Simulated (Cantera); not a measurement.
Cantera run, input and output.

```python
import numpy as np
import cantera as ct

gas = ct.Solution("gri30.yaml")
gas.TPX = 550, 48000, {'CO': 1, 'H2': 0.03, 'O2': 0.286, 'N2': 1.08}
inlet = ct.Reservoir(gas, clone=True)
gas.equilibrate("HP")  # start burning
reactor = ct.IdealGasConstPressureReactor(gas, energy="on", clone=False)
exhaust = ct.Reservoir(gas, clone=True)
tau = [0.48, 0.2, 0.082, 0.034, 0.014, 0.0057, 0.0023, 0.00096, 0.0004, 0.00016, 6.7e-05, 2.8e-05][0]
for a, b in ((inlet, reactor), (reactor, exhaust)):
    ct.MassFlowController(a, b, mdot=lambda t: reactor.mass / tau)
net = ct.ReactorNet([reactor])
show = ['CO', 'H2', 'O2', 'CO2', 'N2O', 'H2O', 'OH']

rows = []
print(f"{'tau/s':>10s}{'T/K':>9s}" + "".join(f"{s:>11s}" for s in show))
for tau in [0.48, 0.2, 0.082, 0.034, 0.014, 0.0057, 0.0023, 0.00096, 0.0004, 0.00016, 6.7e-05, 2.8e-05]:
    net.initial_time = 0.0
    net.advance(30 * tau)
    before = gas.X
    net.advance(40 * tau)
    drift = np.max(np.abs(gas.X - before) / (gas.X + 1e-9))
    rows.append([gas.T, *gas[show].X, drift])
    print(f"{tau:10.3e}{gas.T:9.1f}" + "".join(f"{x:11.3e}" for x in gas[show].X))
```

It prints:

```
     tau/s      T/K         CO         H2         O2        CO2        N2O        H2O         OH
 4.800e-01   2383.2  2.204e-01  1.672e-03  1.940e-03  2.513e-01  4.224e-08  1.116e-02  1.437e-03
 2.000e-01   2363.6  2.222e-01  1.672e-03  2.815e-03  2.488e-01  4.699e-08  1.086e-02  1.701e-03
 8.200e-02   2323.8  2.259e-01  1.681e-03  4.670e-03  2.436e-01  5.339e-08  1.030e-02  2.126e-03
 3.400e-02   2253.8  2.323e-01  1.702e-03  7.954e-03  2.346e-01  6.006e-08  9.412e-03  2.632e-03
 1.400e-02   2145.2  2.415e-01  1.727e-03  1.269e-02  2.214e-01  6.682e-08  8.135e-03  3.028e-03
 5.700e-03   1997.9  2.524e-01  1.699e-03  1.801e-02  2.052e-01  7.295e-08  6.449e-03  3.058e-03
 2.300e-03   1818.7  2.634e-01  1.503e-03  2.300e-02  1.879e-01  7.831e-08  4.431e-03  2.574e-03
 9.600e-04   1619.8  2.752e-01  1.127e-03  2.811e-02  1.694e-01  8.615e-08  2.655e-03  1.734e-03
 4.000e-04   1381.1  3.013e-01  1.067e-03  4.279e-02  1.360e-01  9.124e-08  2.616e-03  1.025e-03
 1.600e-04    550.0  4.174e-01  1.252e-02  1.194e-01 -9.929e-17 -5.032e-23 -1.123e-17  1.280e-20
 6.700e-05    550.0  4.174e-01  1.252e-02  1.194e-01  1.018e-17 -2.198e-26 -2.380e-21  6.415e-21
 2.800e-05    550.0  4.174e-01  1.252e-02  1.194e-01  4.245e-18  3.186e-27  1.248e-21  2.965e-21
```

Cantera simulation using GRI-Mech 3.0 (53 species, 325 reactions); the numbers are that mechanism's predictions, not measurements.
